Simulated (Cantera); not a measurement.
A freely propagating, adiabatic, planar premixed flame of H₂ : O₂ : N₂ = 1 : 0.893 : 4.2 (molar parts), unburnt at 400 K and 720000 Pa; mixture-averaged transport, grid criteria slope 0.08 and curve 0.16, no radiation.

Model: the H2/O2 subset of GRI-Mech 3.0, which has no nitrogen chemistry, integrated in Cantera. The hydrogen kinetics of GRI-Mech 3.0 are dated; newer H2 mechanisms differ, most at raised pressure. Burning velocities carry a grid error of a few per cent, more on coarse grids. Lean hydrogen flames are cellular in practice and burn faster than this planar one.

Task: Predict: laminar burning velocity; thermal thickness; peak x(O); peak x(H); peak x(H₂O₂).

Result: 
* **laminar burning velocity**: 14.9 cm/s
* **thermal thickness**: 0.159 mm
* **peak x(O)**: 0.000333
* **peak x(H)**: 0.000205
* **peak x(H₂O₂)**: 0.000243
